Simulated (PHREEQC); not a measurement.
A made-up water analysis in mg/L, 80 °C, pH 5.91, pe 11.3:

```tsv
constituent	mg/L
Na	4360
K	185
Ca	28.8
Mg	145
Cl	5430
S(6) as SO4	2690
Alkalinity as HCO3	0.293
F	0.65
Cd	353
```

Valence states are taken as typed.

Model: ion-association model, phreeqc.dat, run in PHREEQC.

Precipitation was switched off in this run.

Predict the ionic strength, charge-balance error.

ionic strength 0.221 mol/kgw; charge-balance error 1.2 %.

In which forms is C present?

CO2 63 %, HCO3- 34 %, NaHCO3 1.4 %, MgHCO3+ 0.6 % of the C.

Species that the database lacks are ignored. Constants without temperature data keep their 25 °C values here.
